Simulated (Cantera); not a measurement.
# Silicon nitride deposition: trisilylamine + NH3 + N2

Charge: 1 mol trisilylamine, 0.3 mol NH3, 2.2 mol N2, at 1.70 mbar.

Cantera equilibrium calculation (NASA polynomials, part measured and part estimated; ideal gas, pure solids and liquids). Candidate condensed phases: Si, Si3N4; 18 gas species. The feed counts by its element totals alone. Mutual solubility and eutectic melting of coexisting phases are not modelled. Gases not in the tables: Si2H6 and higher silanes. Equilibrium is a limit: real reactors are often held back by kinetics, nucleation or transport.

```
T (K)   x H2   x N2       x H      x Si    x SiH    x Si2N  n Si3N4(s)  n Si(s)  n Si(l)
-----  -----  -----  --------  --------  -------  --------  ----------  -------  -------
1400   0.853  0.147  0.000109   3.92e-8  7.45e-9  1.34e-10        1.00        0        0
1425   0.853  0.147  0.000153   1.11e-7  1.88e-8  5.05e-10        1.00        0        0
1450   0.853  0.147  0.000212   3.04e-7  4.59e-8   1.82e-9       1.000        0        0
1475   0.853  0.147  0.000291   8.02e-7  1.09e-7   6.25e-9       1.000        0        0
1500   0.853  0.147  0.000394   2.05e-6  2.50e-7   2.06e-8       1.000        0        0
1525   0.853  0.147  0.000530   5.07e-6  5.60e-7   6.54e-8       1.000        0        0
1550   0.853  0.147  0.000705   1.22e-5  1.22e-6   2.00e-7       1.000        0        0
1575   0.853  0.146  0.000931   2.85e-5  2.59e-6   5.88e-7       1.000        0        0
1600   0.823  0.176   0.00120   5.74e-5  4.67e-6   1.43e-6       0.896    0.311        0
1625   0.730  0.269   0.00146   9.58e-5  6.72e-6   2.77e-6       0.514     1.46        0
1650   0.633  0.365   0.00175  0.000158  9.44e-6   4.97e-6           0     3.00        0
1675   0.633  0.365   0.00224  0.000255  1.41e-5   7.55e-6           0     3.00        0
1700   0.632  0.365   0.00284  0.000399  2.02e-5   1.09e-5           0        0     3.00
1725   0.631  0.364   0.00358  0.000597  2.80e-5   1.45e-5           0        0     2.99
```
x: gas mole fraction; n: condensed amount in mol.

From 1400 K to 1575 K the condensed part is Si3N4(s). From 1600 K to 1625 K the condensed part is Si(s) + Si3N4(s). From 1650 K to 1675 K the condensed part is Si(s). From 1700 K to 1725 K the condensed part is Si(l). The main Si-bearing gas is Si throughout.
